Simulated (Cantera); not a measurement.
A closed system holds: 1 mol CuO, 0.31 mol H2, 0.049 mol H2O, held at 0.0310 bar.

Equilibrium computed with Cantera from the NASA thermochemical tables; the gas is ideal and each condensed phase is pure. Candidate condensed phases: Cu, CuO, Cu(OH)2, Cu2O, H2O; 12 gas species. Each liquid is taken as pure. Mutual solubility and eutectic melting of coexisting phases are not modelled. Equilibrium is a limit: real reactors are often held back by kinetics, nucleation or transport. All values below are at 1925 K.

Base state: H2O 0.647, O2 0.274, Cu 0.0673, OH 0.00905, H2 0.00112, O 0.00109, CuO 0.000714, Cu2 0.000213 (mole fractions); condensed: Cu(l) + Cu2O(l).

What changes in the equilibrium state with this change: H2 from 0.31 to 19 mol?


| species | before | after |
|---|---|---|
| H2 | 0.00112 | 0.893 |
| H2O | 0.647 | 0.0522 |
| Cu | 0.0673 | 0.0495 |
| O2 | 0.274 | 2.82e-9 |
| CuO | 0.000714 | 5.34e-8 |
| O | 0.00109 | 1.11e-7 |
| OH | 0.00905 | 2.59e-5 |
| H | 0.000182 | 0.00513 |
| Cu(l), mol | 0.191 | 0 |
| Cu2O(l), mol | 0.386 | 0 |
